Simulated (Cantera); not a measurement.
## Moist CO burnout

An isothermal, constant-pressure homogeneous reactor starts with CO : O2 : H2O : N2 = 0.0022 : 0.031 : 0.00082 : 1 (molar parts), equivalence ratio 0.035, at 1075 K and 370000 Pa.

Model: GRI-Mech 3.0 (53 species, 325 reactions), integrated in Cantera.

```
t (s)         x CO    x O2     x H2O      x NO       x H
--------  --------  ------  --------  --------  --------
7.00e-6    0.00213  0.0300  0.000793    <1e-12    <1e-12
4.13e-5    0.00213  0.0300  0.000793    <1e-12    <1e-12
0.000243   0.00213  0.0300  0.000793    <1e-12    <1e-12
0.00143    0.00213  0.0300  0.000793    <1e-12  2.79e-12
0.00844    0.00213  0.0300  0.000793    <1e-12  2.03e-11
0.0498     0.00212  0.0300  0.000793    <1e-12   1.37e-9
0.293      0.00185  0.0298  0.000792  5.43e-11   2.54e-9
1.73      0.000853  0.0294  0.000793   1.20e-9   1.13e-9
10.2       3.44e-5  0.0290  0.000794   4.67e-9  4.14e-11
60.0      8.05e-12  0.0289  0.000794   2.37e-8    <1e-12
```
x: mole fraction; the columns are a selection and need not sum to one.

Equilibrium at this temperature and pressure: CO 4.27e-12, O2 0.0289, H2O 0.000794, NO 2.79e-5, H <1e-12 (gas phase only).
